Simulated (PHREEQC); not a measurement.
Make-up at 20 °C: 0.0039 mol TMAH, 1.9e-06 mol H4SiO4 and 0.0014 mol K2CO3 per kg of water. Closed to the air; pH follows from the charge balance.

The numbers come from PHREEQC with the ion-association model, phreeqc.dat.

```json
[
 {"quantity": "pH", "before": "11.72", "after": "10.72"},
 {"quantity": "ionic strength (mol/kgw)", "before": "0.00805", "after": "0.00382"},
 {"quantity": "CO3-2 (mol/kgw)", "before": "0.00135", "after": "0.00102"},
 {"quantity": "HCO3- (mol/kgw)", "before": "4.68e-5", "after": "0.000382"},
 {"quantity": "H3SiO4- (mol/kgw)", "before": "1.81e-6", "after": "1.65e-6"},
 {"quantity": "H2SiO4-2 (mol/kgw)", "before": "6.04e-8", "after": "5.07e-9"},
 {"quantity": "SI of Quartz (SiO2)", "before": "-3.54", "after": "-2.56"}
]
```

Question: What was changed between the two runs?
(A) diluted 2-fold with water
(B) 0.0015 mol/kgw NaOH added
(C) temperature from 20 to 65 °C
(D) TMAH left out
(E) diluted 5-fold with water

Answer: D, TMAH left out

No solid was allowed to form. (CH3)4N+ isn't in the database: it is added as a free cation with an ion size of 4 Å.
